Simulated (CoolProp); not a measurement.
Cyclopropane along the isobar 1.84 MPa: fugacity coefficient from the reference equation and from simpler models built on Tc = 398.7 K, pc = 5.605 MPa, ω = 0.131; each cubic takes its own stable root.

Values from CoolProp's reference Helmholtz-energy equation of state, Polt 1992. This equation is an older, rougher fit.

```json
[
 {"T (K)": "350.7", "phase": "gas", "reference": "0.8318"},
 {"T (K)": "364.9", "phase": "gas", "reference": "0.8527"},
 {"T (K)": "379.1", "phase": "gas", "reference": "0.8699"},
 {"T (K)": "393.3", "phase": "gas", "reference": "0.8843"},
 {"T (K)": "407.5", "phase": "gas", "reference": "0.8964"},
 {"T (K)": "421.7", "phase": "gas", "reference": "0.9067"},
 {"T (K)": "435.9", "phase": "gas", "reference": "0.9155"}
]
```

### Question
How far does each simpler model (van der Waals, Redlich-Kwong, Soave-Redlich-Kwong, Peng-Robinson) lie from the reference over these 7 states: mean and median of the absolute difference, and the worst?

### Answer
- van der Waals: mean 2.1 %, median 1.8 %, worst +4.4 % at 350.7 K and 1.84 MPa
- Redlich-Kwong: mean 0.3 %, median 0.2 %, worst +1.2 % at 350.7 K and 1.84 MPa
- Soave-Redlich-Kwong: mean 0.3 %, median 0.2 %, worst +0.7 % at 350.7 K and 1.84 MPa
- Peng-Robinson: mean 1.0 %, median 1.0 %, worst -1.1 % at 393.3 K and 1.84 MPa
